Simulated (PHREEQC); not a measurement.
# Hard or scaling water (model solution)

Solution (25 °C and 50 atm): 0.012 mol MgCl2, 0.00023 mol NaF and 0.00039 mol NaCl per kg of water. Closed to the air; pH follows from the charge balance.

All values are PHREEQC results (ion-association model, phreeqc.dat), not measurements.

No solid was allowed to form.

Q: Predict the pH, specific conductance.

A: pH 6.77; specific conductance 2670 µS/cm.

Q: In which forms is F present?

A: F- 71 %, MgF+ 29 % of the F.

Under pressure, the constants of complexes without a molar volume in the database are unreliable.
